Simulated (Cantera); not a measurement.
A perfectly stirred reactor is fed with CH3OH : O2 : N2 = 1 : 0.62 : 7.5 (molar parts), equivalence ratio 2.4, at 1.00 bar; it is adiabatic with a 550 K inlet, and is followed from long to short residence time, starting on the burning branch (τ in s: 0.44, 0.15, 0.051, 0.018, 0.006, 0.002, 0.0007, 0.00024, 8.2e-05).

Cantera simulation using GRI-Mech 3.0 (53 species, 325 reactions); the numbers are that mechanism's predictions, not measurements. GRI-Mech 3.0 was tuned for natural gas; its chemistry of methanol as a main component is partial and can be far from experiment.

Q: Predict: blow-out, bracketed by the residence times tried; x(CH3OH) at τ = 0.440 s; x(O2) at τ = 0.440 s; x(N2O) at τ = 0.440 s; x(C2H2) at τ = 0.440 s; x(C2H4) at τ = 0.440 s; x(CH3OH) at τ = 6.00 ms; x(O2) at τ = 6.00 ms.

A: 
| Item | Value |
|---|---|
| blow-out, bracketed by the residence times tried | burning at 51.0 ms, out at 18.0 ms |
| x(CH3OH) at τ = 0.440 s | 0.000813 |
| x(O2) at τ = 0.440 s | 0.00215 |
| x(N2O) at τ = 0.440 s | 1.01e-8 |
| x(C2H2) at τ = 0.440 s | 2.57e-9 |
| x(C2H4) at τ = 0.440 s | 1.50e-8 |
| x(CH3OH) at τ = 6.00 ms | 0.110 |
| x(O2) at τ = 6.00 ms | 0.0680 |
